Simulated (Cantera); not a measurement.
A Cantera script and what it prints.

```python
import numpy as np
import cantera as ct

gas_names = """
    TiO CH3OH C6H6 H2O
""".split()
cond_names = """
    Ti(a) Ti(b) Ti(L)
""".split()


# ... load() reads the species with a 1 bar reference pressure and builds the phases ...
species = {s.name: s for s in load("nasa_gas.yaml", gas_names) + load("nasa_condensed.yaml", cond_names)}
# Each term lists the table entries of one substance; the one whose range holds T is used.
reactions = {
    '3 TiO(g) + 6 CH3OH(g) = C6H6(g) + 9 H2O(g) + 3 Ti':
        [(-3, ['TiO']), (-6, ['CH3OH']), (1, ['C6H6']), (9, ['H2O']), (3, ['Ti(a)', 'Ti(b)', 'Ti(L)'])],
}


def pick(names, T):
    return next(species[n] for n in names if species[n].thermo.min_temp <= T <= species[n].thermo.max_temp)


results = []
for label, terms in reactions.items():
    print(label)
    print("     T/K   dH/kJ  dS/(J/K)   dG/kJ   log10 K")
    for T in [1573, 1623, 1673, 1723, 1773, 1823, 1873, 1923, 1973, 2023, 2073]:
        used = [(nu, pick(names, T)) for nu, names in terms]
        dH = sum(nu * s.thermo.h(T) for nu, s in used) / 1e6
        dS = sum(nu * s.thermo.s(T) for nu, s in used) / 1e3
        dG = dH - T * dS / 1e3
        logK = -dG * 1e6 / (ct.gas_constant * T * np.log(10))
        results.append((label, T, dH, dS, dG, logK, [s.name for _, s in used]))
        print(f"{T:8g} {dH:8.1f} {dS:8.1f} {dG:8.1f} {logK:8.2f}")
```

It prints:

```
3 TiO(g) + 6 CH3OH(g) = C6H6(g) + 9 H2O(g) + 3 Ti
     T/K   dH/kJ  dS/(J/K)   dG/kJ   log10 K
    1573   -985.2     22.5  -1020.6    33.89
    1623   -983.9     23.3  -1021.8    32.88
    1673   -982.6     24.1  -1023.0    31.94
    1723   -981.1     25.0  -1024.2    31.05
    1773   -979.5     25.9  -1025.5    30.21
    1823   -977.8     26.9  -1026.8    29.42
    1873   -975.9     27.9  -1028.2    28.67
    1923   -973.9     29.0  -1029.6    27.97
    1973   -927.4     52.9  -1031.7    27.31
    2023   -924.2     54.5  -1034.4    26.71
    2073   -921.1     56.0  -1037.2    26.13
```

Cantera with NASA thermochemical tables; ideal gases at 1 bar, condensed phases pure. Condensed species are held in their standard states even where they would react or evaporate.
